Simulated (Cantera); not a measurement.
Input: 1 mol Ta(OEt)₅, 3 mol O₂, 24 mol H₂, at 1350 K and 1 atm.

Method: chemical equilibrium by Gibbs-energy minimisation in Cantera with the NASA 1993 tables (ideal gas, pure condensed phases). Candidate condensed phases: C, C₆H₆, C₇H₈, C₈H₁₈, H₂O, Ta, TaC, Ta₂O₅; 113 gas species. The feed counts by its element totals alone. Mutual solubility and eutectic melting of coexisting phases are not modelled. TaC: taken at fixed stoichiometry. Condensed phases not in the tables: Ta₂C. Kinetics and transport are ignored.

Task: What is the equilibrium state?

Result: x(H₂): 0.790
x(CO): 0.206
x(H₂O): 0.00209
x(CH₄): 0.00165
x(CO₂): 0.000278
x(H): 2.10e-6
n(TaC(s)): 0.438 mol
n(Ta₂O₅(s)): 0.281 mol
gas amount: 45.91 mol
log10 activity of C(graphite) (absent): -0.34
log10 activity of Ta(s) (absent): -5.09
